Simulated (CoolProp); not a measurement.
CHF3 (R23) at several states: density (kg/m³) from the reference equation and from simpler models built on Tc = 26.1 °C, pc = 4832 kPa, ω = 0.263; each cubic takes its own stable root.

Values from CoolProp's reference Helmholtz-energy equation of state, Penoncello 2003.

```tsv
T (°C)	p (kPa)	phase	reference	Redlich-Kwong	Soave-Redlich-Kwong	Peng-Robinson
-138.65	15400	liquid	1666	1382	1401	1570
170.65	29000	supercritical	636.1	623.6	559.6	599.0
107.05	518	gas	11.67	11.68	11.65	11.69
-14.05	22.1	gas	0.7202	0.7199	0.7200	0.7202
-41.75	2770	liquid	1288	1046	1094	1239
```
